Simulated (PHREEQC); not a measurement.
Dissolve 5 mmol/kgw KOH and 0.24 mmol/kgw CO2 at 70 °C. Closed to the air; pH follows from the charge balance.

Equilibrium calculation in PHREEQC: Pitzer model, pitzer.dat.

This is a speciation only: nothing precipitates in the calculation.

Question: What pH, osmotic coefficient, specific conductance does the model give?

Answer: pH 10.42; osmotic coefficient 0.972; specific conductance 2710 µS/cm.

Question: In which forms is C present?

Answer: CO3-2 71 %, HCO3- 29 % of the C.

Away from 25 °C the constants follow the database's enthalpies or fits; those with neither stay at their 25 °C values.
